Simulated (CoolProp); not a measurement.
Toluene at several states: fugacity coefficient from the reference equation and from simpler models built on Tc = 591.7 K, pc = 4.126 MPa, ω = 0.266; each cubic takes its own stable root.

Computed with CoolProp (reference Helmholtz-energy equation of state, Lemmon 2006). It is a short technical equation, of lower accuracy than the large ones.

| T (K) | p (MPa) | phase | reference | van der Waals | Peng-Robinson |
|---|---|---|---|---|---|
| 444.7 | 0.0222 | gas | 0.9949 | 0.9969 | 0.9953 |
| 420.2 | 4.45 | liquid | 0.06229 | … | … |
| 440.3 | 0.409 | liquid | 0.8842 | … | 0.8907 |
| 271.9 | 0.114 | liquid | … | … | … |
| 372.3 | 1.27 | liquid | 0.05775 | 0.3502 | 0.05801 |

What belongs in the gaps?


- 420.2, van der Waals: 0.2115
- 420.2, Peng-Robinson: 0.06251
- 440.3, van der Waals: 0.9412
- 271.9, reference: 0.007364
- 271.9, van der Waals: 0.5422
- 271.9, Peng-Robinson: 0.007979

At some of these states van der Waals gives the other phase, because its saturation line lies elsewhere.
